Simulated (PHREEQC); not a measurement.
Solution (35 °C): 0.047 mol/kgw HCl, 0.13 mol/kgw AlCl3 and 0.00042 mol/kgw CuCl2. It is in equilibrium with CO2 at log p = -1 (atm). Otherwise closed; pH follows from the charge balance.

The numbers come from PHREEQC with the ion-association model, wateq4f.dat.

```csv
quantity,before,after
pH,1.46,1.45
Cu+2 (mol/kgw),0.000294,0.000346
CuCl+ (mol/kgw),0.000117,6.91e-5
AlOH+2 (mol/kgw),2.58e-5,9.94e-6
CuCl2 (mol/kgw),9.31e-6,4.80e-6
HCO3- (mol/kgw),5.55e-8,6.85e-8
SI of Gibbsite (Al(OH)3),-5.25,-6.06
SI of Boehmite (AlOOH),-5.59,-6.60
```

What was changed between the two runs?
(A) temperature from 35 to 20 °C
(B) CuCl2 from 0.00042 to 4.2e-05 mol/kgw
(C) AlCl3 from 0.13 to 0.065 mol/kgw
(D) temperature from 35 to 55 °C

A, temperature from 35 to 20 °C

This is a speciation only: nothing precipitates in the calculation. The ionic strength passes 0.7 mol/kgw, the rough limit of the ion-association models, in every such run.
